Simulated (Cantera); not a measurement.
## Equilibrium for fluorocarbon and chlorocarbon gases: CCl₄ + CH₄ + H₂

Input: 1 mol CCl₄, 0.09 mol CH₄, 0.8 mol H₂, held at 0.345 Torr.

Method: chemical equilibrium by Gibbs-energy minimisation in Cantera with the NASA 1993 tables (ideal gas, pure condensed phases). Candidate condensed phases: C, C₆H₆, C₇H₈, C₈H₁₈; 91 gas species. Kinetics and transport are ignored.

```tsv
T (°C)	log p HCl	log p Cl	log p Cl₂	log p H	log p H₂	n C(graphite)
777	-3.52	-5.01	-3.82	-14.73	-13.29	1.09
927	-3.54	-4.28	-3.91	-12.73	-12.06	1.09
1077	-3.59	-3.83	-4.23	-11.09	-10.93	1.09
1227	-3.63	-3.67	-4.87	-9.57	-9.63	1.09
1377	-3.64	-3.64	-5.60	-8.20	-8.31	1.09
1527	-3.65	-3.63	-6.26	-7.02	-7.16	1.09
1677	-3.65	-3.63	-6.82	-6.03	-6.18	1.09
1827	-3.68	-3.61	-7.28	-5.22	-5.42	1.09
1977	-3.79	-3.58	-7.64	-4.61	-4.96	1.09
2127	-4.01	-3.54	-7.93	-4.21	-4.83	1.08
```
log p: log10 of the partial pressure in bar; n: condensed amount in mol.

From 777 °C to 2127 °C the condensed part is C(graphite). The main C-bearing gas is CCl₄ at 777 °C and C₃ at 2127 °C.
